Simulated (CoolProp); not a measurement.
Saturation properties of isobutane.

Values from CoolProp's reference Helmholtz-energy equation of state, Bücker 2006.

| T (K) | p (MPa) | liquid density (kg/m³) | vapour density (kg/m³) | liquid viscosity (µPa s) | vapour viscosity (µPa s) | liquid conductivity (mW/(m K)) |
|---|---|---|---|---|---|---|
| 287 | 0.2497 | 564.3 | 6.599 | 170 | 7.21 | 93.3 |
| 295.8 | 0.3272 | 553.6 | 8.539 | 155 | 7.43 | 90.1 |
| 304.6 | 0.4215 | 542.4 | 10.90 | 141 | 7.67 | 86.9 |
| 313.3 | 0.5333 | 531.0 | 13.72 | 129 | 7.92 | 84.0 |
| 322.1 | 0.6674 | 518.9 | 17.14 | 118 | 8.18 | 81.1 |
| 330.8 | 0.8229 | 506.2 | 21.20 | 108 | 8.47 | 78.3 |
| 339.6 | 1.006 | 492.7 | 26.12 | 98.8 | 8.80 | 75.7 |
| 348.4 | 1.217 | 478.2 | 32.03 | 90.1 | 9.17 | 73.1 |
| 357.1 | 1.456 | 462.7 | 39.10 | 82.0 | 9.60 | 70.7 |
| 365.9 | 1.732 | 445.5 | 47.87 | 74.1 | 10.1 | 68.4 |

It boils at 261.4 K under 1 atm.

Viscosity comes from a separate model (Vogel 2000). Thermal conductivity comes from a separate model (Perkins 2002).
